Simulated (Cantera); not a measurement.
A Cantera script and what it prints.

```python
import numpy as np
import cantera as ct

gas_names = """
    F FO FO2 F2 F2O H HF HOF HO2 H2 H2F2 H2O H2O2 H3F3 H4F4 H5F5 H6F6 H7F7 O OH O2 O3 Si SiF SiF2 SiF3
    SiF4 SiH SiHF3 SiH2 SiH2F2 SiH3 SiH3F SiH4 SiO SiO2 Si2 Si3
""".split()
cond_names = """
    H2O(s) H2O(L) Si(cr) Si(L) SiO2(Lqz) SiO2(hqz) SiO2(L)
""".split()


def load(file, names, dense=False):
    # The tables refer to 1 bar. Condensed volumes are neglected.
    table = {s.name: s for s in ct.Species.list_from_file(file)}
    out = []
    for n in names:
        d = dict(table[n].input_data)
        d["thermo"] = dict(d["thermo"], **{"reference-pressure": 1e5})
        if dense:
            d["equation-of-state"] = {"model": "constant-volume", "density": "1e6 g/cm^3"}
        out.append(ct.Species.from_dict(d))
    return out


gas = ct.Solution(thermo="ideal-gas", species=load("nasa_gas.yaml", gas_names))
cond = {s.name: ct.Solution(thermo="fixed-stoichiometry", species=[s], name=s.name)
        for s in load("nasa_condensed.yaml", cond_names, dense=True)}
atoms = {
    'SiF4': {'Si': 1, 'F': 4},
    'O2': {'O': 2},
    'H2': {'H': 2},
}
top_T = {}  # K; cautious upper limits of use, not melting points


def equilibrate(T, P, feed):
    n = {}
    for name, mol in feed.items():
        for a, k in atoms[name].items():
            n[a] = n.get(a, 0.0) + k * mol
    gas.TPX = T, P, n
    mass = sum(n.values()) * gas.mean_molecular_weight
    gas.equilibrate("TP")
    valid = [c for c in cond.values() if c.min_temp <= T <= top_T.get(c.name, c.max_temp)]
    mix = ct.Mixture([(gas, mass / gas.mean_molecular_weight)] + [(c, 0.0) for c in valid])
    mix.T, mix.P = T, P
    mix.equilibrate("TP", solver="vcs", rtol=1e-11, max_steps=5000)
    return mix


results = []
feed = {'SiF4': 1, 'O2': 7.4, 'H2': 0.52}  # mol
P = 52000  # Pa
for T in [900, 1000, 1100, 1200, 1300, 1400, 1500, 1600, 1700, 1800, 1900, 2000, 2100]:
    mix = equilibrate(T, P, feed)
    results.append((T, P, feed, dict(zip(mix.species_names, mix.species_moles))))

top = {s: max(r[3][s] / sum(r[3][g] for g in gas_names) for r in results) for s in gas_names}
cols = sorted((s for s in top if top[s] > 1e-05), key=lambda s: -top[s])[:6]
seen = [c for c in cond_names if any(r[3].get(c, 0) > 1e-12 for r in results)]
print("log10 of partial pressures in bar; condensed amounts in mol")
print(f"{'T/K':>10s}" + "".join(f"{s[:9]:>10s}" for s in cols + seen))
for T, P, feed, n in results:
    ng = sum(n[g] for g in gas_names)
    print(f"{T:10.4g}" + "".join(f"{np.log10(max(n[s] / ng * P / 1e5, 1e-99)):10.3f}" for s in cols)
          + "".join(f"{n.get(c, 0):10.4g}" for c in seen))
```

Output:

```
log10 of partial pressures in bar; condensed amounts in mol
       T/K        O2        HF      SiF4       H2O         O        OH SiO2(hqz)   SiO2(L)
       900    -0.374    -1.537    -1.284    -1.789   -11.456    -8.201    0.1227         0
      1000    -0.375    -1.441    -1.302    -1.901    -9.991    -7.314    0.1535         0
      1100    -0.377    -1.376    -1.316    -2.020    -8.791    -6.603    0.1789         0
      1200    -0.378    -1.332    -1.327    -2.141    -7.790    -6.020    0.1985         0
      1300    -0.378    -1.302    -1.336    -2.259    -6.941    -5.534     0.213         0
      1400    -0.379    -1.281    -1.343    -2.372    -6.213    -5.123    0.2237         0
      1500    -0.379    -1.267    -1.347    -2.477    -5.582    -4.771    0.2314         0
      1600    -0.380    -1.256    -1.351    -2.575    -5.028    -4.465    0.2371         0
      1700    -0.380    -1.249    -1.353    -2.665    -4.540    -4.197         0    0.2412
      1800    -0.380    -1.243    -1.355    -2.754    -4.105    -3.964         0    0.2445
      1900    -0.380    -1.239    -1.357    -2.837    -3.715    -3.757         0    0.2468
      2000    -0.381    -1.237    -1.358    -2.914    -3.365    -3.572         0    0.2485
      2100    -0.381    -1.235    -1.360    -2.987    -3.048    -3.406         0    0.2496
```

Equilibrium computed with Cantera from the NASA thermochemical tables; the gas is ideal and each condensed phase is pure. The tables' values for SiF3 are old estimates; treat these amounts as uncertain. The tables hold silica as quartz up to 1696 K and as liquid above; real silica turns to tridymite and cristobalite and melts near 1996 K.
